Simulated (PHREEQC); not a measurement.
A solution holds 0.0035 mol/kgw Cu(BF4)2, 0.2 mol/kgw HNO3 and 0.00045 mol/kgw Na2SO4, at 4.9 °C. Closed to the air; pH follows from the charge balance.

All values are PHREEQC results (ion-association model, phreeqc.dat), not measurements.

The ionic strength comes out as 0.210 mol/kgw. What activity coefficients do Cu+2, HSO4-, H+, F-, SO4-2 get?

Cu+2 0.33, HSO4- 0.75, H+ 0.80, F- 0.71, SO4-2 0.30.

Precipitation was switched off in this run. Away from 25 °C the constants follow the database's enthalpies or fits; those with neither stay at their 25 °C values. Real BF4- forms and hydrolyses slowly; the run takes it at equilibrium.
